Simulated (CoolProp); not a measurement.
Vapour pressure (kPa) of o-xylene: the reference equation beside estimates from Tc = 357.1 °C, pc = 3737 kPa, ω = 0.312. Clausius-Clapeyron is anchored at 140.15 °C with a constant enthalpy of vaporisation of 36.66 kJ/mol.

The numbers come from the reference Helmholtz-energy equation of state, Zhou 2012 in CoolProp.

```json
[
 {"T (°C)": "118.05", "reference": "47.75", "Clausius-Clapeyron": "49.53", "Soave-Redlich-Kwong": "46.85"},
 {"T (°C)": "125.35", "reference": "59.53", "Clausius-Clapeyron": "60.89", "Soave-Redlich-Kwong": "58.57"},
 {"T (°C)": "132.75", "reference": "73.73", "Clausius-Clapeyron": "74.50", "Soave-Redlich-Kwong": "72.74"},
 {"T (°C)": "140.15", "reference": "90.49", "Clausius-Clapeyron": "90.49", "Soave-Redlich-Kwong": "___"},
 {"T (°C)": "147.45", "reference": "109.9", "Clausius-Clapeyron": "108.9", "Soave-Redlich-Kwong": "109.0"},
 {"T (°C)": "154.85", "reference": "132.7", "Clausius-Clapeyron": "130.5", "Soave-Redlich-Kwong": "131.9"},
 {"T (°C)": "162.15", "reference": "158.6", "Clausius-Clapeyron": "155.2", "Soave-Redlich-Kwong": "158.1"},
 {"T (°C)": "169.55", "reference": "188.9", "Clausius-Clapeyron": "183.8", "Soave-Redlich-Kwong": "188.7"},
 {"T (°C)": "176.95", "reference": "223.3", "Clausius-Clapeyron": "___", "Soave-Redlich-Kwong": "223.7"},
 {"T (°C)": "184.25", "reference": "261.9", "Clausius-Clapeyron": "___", "Soave-Redlich-Kwong": "262.9"},
 {"T (°C)": "191.65", "reference": "306.1", "Clausius-Clapeyron": "___", "Soave-Redlich-Kwong": "___"},
 {"T (°C)": "198.95", "reference": "___", "Clausius-Clapeyron": "341.7", "Soave-Redlich-Kwong": "357.8"},
 {"T (°C)": "206.35", "reference": "410.4", "Clausius-Clapeyron": "394.7", "Soave-Redlich-Kwong": "414.4"},
 {"T (°C)": "213.75", "reference": "472.2", "Clausius-Clapeyron": "453.9", "Soave-Redlich-Kwong": "477.7"}
]
```

### Question
Some entries are withheld; supply them.

### Answer

- 140.15, Soave-Redlich-Kwong: 89.53
- 176.95, Clausius-Clapeyron: 216.5
- 184.25, Clausius-Clapeyron: 253.1
- 191.65, Clausius-Clapeyron: 295.1
- 191.65, Soave-Redlich-Kwong: 307.9
- 198.95, reference: 355.0

Absolute difference from the reference over all 14 rows, mean and median: Clausius-Clapeyron 2.6 and 2.9 %, Soave-Redlich-Kwong 0.8 and 0.8 %.
